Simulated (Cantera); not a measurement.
Charge: 1 mol HgO, 1.8 mol O2, 2.6 mol H2, equilibrated at 0.133 bar.

Equilibrium computed with Cantera from the NASA thermochemical tables; the gas is ideal and each condensed phase is pure. Candidate condensed phases: H2O, Hg, HgO; 10 gas species. Equilibrium is a limit: real reactors are often held back by kinetics, nucleation or transport.

Problem. Which condensed phases are stable at each of these points (T (K)): 598, 698, 798, 898, 998, 1098, 1198, 1298?

Solution. 
```
T (K)  condensed phases  Hg condensed (%)
-----  ----------------  ----------------
598              HgO(s)              53.8
698            gas only               0.0
798            gas only               0.0
898            gas only               0.0
998            gas only               0.0
1098           gas only               0.0
1198           gas only               0.0
1298           gas only               0.0
```

At 598 K the condensed part is HgO(s). From 698 K to 1298 K nothing is condensed.
